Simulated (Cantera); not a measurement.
Charge: 1 mol TEOS, 0.62 mol CO2, 2.4 mol N2, 0.13 mol N2O, equilibrated at 7.50 Torr.

Method: chemical equilibrium by Gibbs-energy minimisation in Cantera with the NASA 1993 tables (ideal gas, pure condensed phases). Candidate condensed phases: C, C6H6, C7H8, C8H18, H2O, Si, SiC, SiO2, Si2N2O, Si3N4; 151 gas species. The feed counts by its element totals alone. The tables hold silica as quartz up to 1696 K and as liquid above; real silica turns to tridymite and cristobalite and melts near 1996 K. Kinetics and transport are ignored.

Q: What share of the Si ends up in condensed phases as a function of T (K), at 1200, 1300, 1400, 1500, 1600, 1700, 1800, 1900, 2000?

A: 
```json
[
 {"T (K)": "1200", "Si condensed (%)": "100.0", "as": "SiO2(β-quartz)"},
 {"T (K)": "1300", "Si condensed (%)": "100.0", "as": "Si2N2O(s)"},
 {"T (K)": "1400", "Si condensed (%)": "99.9", "as": "Si2N2O(s)"},
 {"T (K)": "1500", "Si condensed (%)": "99.1", "as": "Si2N2O(s)"},
 {"T (K)": "1600", "Si condensed (%)": "98.4", "as": "SiC(s)"},
 {"T (K)": "1700", "Si condensed (%)": "97.8", "as": "SiC(s)"},
 {"T (K)": "1800", "Si condensed (%)": "97.0", "as": "SiC(s)"},
 {"T (K)": "1900", "Si condensed (%)": "96.0", "as": "SiC(s)"},
 {"T (K)": "2000", "Si condensed (%)": "94.5", "as": "SiC(s)"}
]
```
